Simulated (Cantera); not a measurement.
## AlN + HCl (nitride etching)

Feed: 1 mol AlN, a varied amount of HCl, held at 27.0 Pa.

Cantera equilibrium calculation (NASA polynomials, part measured and part estimated; ideal gas, pure solids and liquids). Candidate condensed phases: Al, AlCl₃, AlN, NH₄Cl; 20 gas species. The tables' values for AlCl₂ are old estimates. Equilibrium is a limit: real reactors are often held back by kinetics, nucleation or transport.

Stable condensed phases:

```
T in K \ n(HCl) in mol
         1.3 1.7 2.2 2.8 3.7 4.9 6.4 8.4  11  14  19  25  33
   1723    A   A   A   A   A   A   A   A   A   A   A   A   A
   1673    A   A   A   A   A   A   A   A   A   A   A   A   A
   1623    A   A   A   A   A   A   A   A   A   A   A   A   A
   1573    A   A   A   A   A   A   A   A   A   A   A   A   A
   1523    A   A   A   A   A   A   A   A   A   A   A   A   A
   1473    B   A   A   A   A   A   A   A   A   A   A   A   A
   1423    B   B   A   A   A   A   A   A   A   A   A   A   A
   1373    B   B   B   A   A   A   A   A   A   A   A   A   A
   1323    B   B   B   B   A   A   A   A   A   A   A   A   A
   1273    B   B   B   B   A   A   A   A   A   A   A   A   A
   1223    B   B   B   B   A   A   A   A   A   A   A   A   A
   1173    B   B   B   B   A   A   A   A   A   A   A   A   A
   1123    B   B   B   B   A   A   A   A   A   A   A   A   A
   1073    B   B   B   B   A   A   A   A   A   A   A   A   A
```

A: gas only; B: AlN.
